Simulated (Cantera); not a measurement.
Input (Python, Cantera):

```python
import numpy as np
import cantera as ct

gas = ct.Solution("gri30.yaml")
gas.TPX = 473, 89000, {'CO': 1, 'H2': 1.3, 'O2': 0.821, 'N2': 2.38}
flame = ct.FreeFlame(gas, width=0.043)
flame.set_refine_criteria(ratio=3, slope=0.08, curve=0.16)
flame.transport_model = "mixture-averaged"
flame.solve(loglevel=0, auto=True)
z, T = flame.grid, flame.T
thick = (T[-1] - T[0]) / np.gradient(T, z).max()
show = ['CO', 'H2', 'O2', 'NO', 'H2O2', 'H']
print(f"laminar burning velocity  {flame.velocity[0] * 100:.3f} cm/s")
print(f"burnt temperature         {T[-1]:.1f} K")
print(f"thermal thickness         {thick * 1e3:.4f} mm")
print(f"grid points               {len(z)}")
z0 = z[flame.heat_release_rate.argmax()]
print(f"{'z/mm':>9s}{'T/K':>9s}{'u/(m/s)':>9s}" + "".join(f"{s:>11s}" for s in show))
rows = []
for k in (-3, -2, -1.5, -1, -0.5, -0.25, 0, 0.25, 0.5, 1, 2, 4, 8):
    zz = z0 + k * thick
    rows.append([k * thick, np.interp(zz, z, T), np.interp(zz, z, flame.velocity),
                 *(np.interp(zz, z, flame.X[gas.species_index(s)]) for s in show)])
    print(f"{rows[-1][0] * 1e3:9.3f}{rows[-1][1]:9.1f}{rows[-1][2]:9.3f}" + "".join(f"{x:11.3e}" for x in rows[-1][3:]))
```

It prints:

```
laminar burning velocity  470.385 cm/s
burnt temperature         2571.5 K
thermal thickness         0.5237 mm
grid points               147
     z/mm      T/K  u/(m/s)         CO         H2         O2         NO       H2O2          H
   -1.571    473.0    4.704  1.818e-01  2.363e-01  1.492e-01 -8.492e-16  4.066e-16  1.688e-17
   -1.047    473.0    4.704  1.818e-01  2.363e-01  1.492e-01 -8.490e-16  1.198e-13  5.724e-15
   -0.785    473.0    4.704  1.818e-01  2.363e-01  1.492e-01 -8.471e-16  1.875e-12  9.648e-14
   -0.524    473.0    4.704  1.818e-01  2.363e-01  1.493e-01 -6.730e-16  1.641e-10  2.751e-11
   -0.262    477.9    4.739  1.823e-01  2.340e-01  1.496e-01  2.755e-12  1.873e-06  8.914e-06
   -0.131    686.0    6.665  1.828e-01  2.089e-01  1.454e-01  6.122e-09  3.702e-05  3.317e-03
    0.000   1191.1   11.228  1.749e-01  1.220e-01  1.070e-01  6.265e-07  5.504e-06  3.273e-02
    0.131   1545.9   14.357  1.505e-01  5.314e-02  4.698e-02  4.326e-06  2.377e-06  5.836e-02
    0.262   1717.3   15.750  1.300e-01  4.480e-02  2.828e-02  9.254e-06  1.228e-06  5.998e-02
    0.524   1890.0   17.073  1.143e-01  4.818e-02  2.016e-02  1.750e-05  6.071e-07  5.225e-02
    1.047   2056.4   18.339  1.125e-01  4.838e-02  1.615e-02  2.910e-05  3.325e-07  3.948e-02
    2.095   2218.0   19.537  1.137e-01  4.591e-02  1.262e-02  4.627e-05  2.045e-07  2.724e-02
    4.189   2363.6   20.580  1.128e-01  4.281e-02  8.922e-03  7.827e-05  1.444e-07  1.797e-02
```

Model: GRI-Mech 3.0 (53 species, 325 reactions), integrated in Cantera. Burning velocities carry a grid error of a few per cent, more on coarse grids.
